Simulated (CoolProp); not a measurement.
Vapour-liquid equilibrium of fluoroethane (R161) (1) + R227EA (2) at 0.211 MPa; x and y are mole fractions of (1).

Values from CoolProp's multi-fluid Helmholtz-energy mixture model, Wu 2012 and Lemmon 2016; pair parameters Bell 2016.

**Question.** Give the bubble temperature and the first vapour's composition at x = 0.125, 0.425, 0.575. Is there an azeotrope?

**Answer.** x = 0.125: 274.4 K, y = 0.162; x = 0.425: 267.6 K, y = 0.615; x = 0.575: 263.1 K, y = 0.778. No azeotrope shows between x = 0.05 and 0.95.

The pair parameters rest on a limited set of measurements; away from them the model extrapolates.
